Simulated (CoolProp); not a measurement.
Saturated liquid density (kg/m³) of carbonyl sulfide: the reference equation beside estimates from Tc = 378.8 K, pc = 6369 kPa, ω = 0.098.

Computed with CoolProp (reference Helmholtz-energy equation of state, Lemmon 2006). It is a short technical equation, of lower accuracy than the large ones.

| T (K) | reference | van der Waals | Redlich-Kwong | Soave-Redlich-Kwong | Peng-Robinson |
|---|---|---|---|---|---|
| 227.6 | ? | 748.4 | 1102 | 1106 | 1248 |
| 237.9 | 1142 | 734.2 | 1077 | 1082 | 1223 |
| 248.2 | 1118 | 719.4 | 1051 | ? | 1197 |
| 258.5 | 1094 | 703.9 | 1024 | 1032 | 1168 |
| 268.9 | 1069 | 687.4 | 994.6 | 1004 | 1137 |
| 279.2 | 1043 | 670.2 | 963.9 | 974.4 | 1104 |
| 289.5 | 1015 | ? | 931.2 | 942.7 | 1069 |
| 299.8 | 985.5 | 632.5 | 896.2 | 908.6 | ? |
| 310.1 | 954.0 | 611.6 | 858.6 | 871.6 | 988.5 |
| 320.4 | 919.9 | 589.1 | 817.9 | 831.2 | 942.3 |
| 330.7 | 882.4 | 564.3 | 773.4 | 786.6 | ? |
| 341.1 | 839.9 | 536.3 | 723.3 | 736.0 | 832.2 |
| 351.4 | 791.1 | 504.5 | 666.8 | 678.4 | 764.7 |
| 361.7 | 731.0 | 465.8 | 599.1 | 608.8 | ? |

Fill in the missing entries.


- 227.6, reference: 1164
- 248.2, Soave-Redlich-Kwong: 1058
- 289.5, van der Waals: 651.9
- 299.8, Peng-Robinson: 1030
- 330.7, Peng-Robinson: 890.9
- 361.7, Peng-Robinson: 682.8

Absolute difference from the reference over all 14 rows, mean and median: van der Waals 35.9 and 35.8 %, Redlich-Kwong 9.7 and 8.7 %, Soave-Redlich-Kwong 8.7 and 7.5 %, Peng-Robinson 4.9 and 5.6 %.
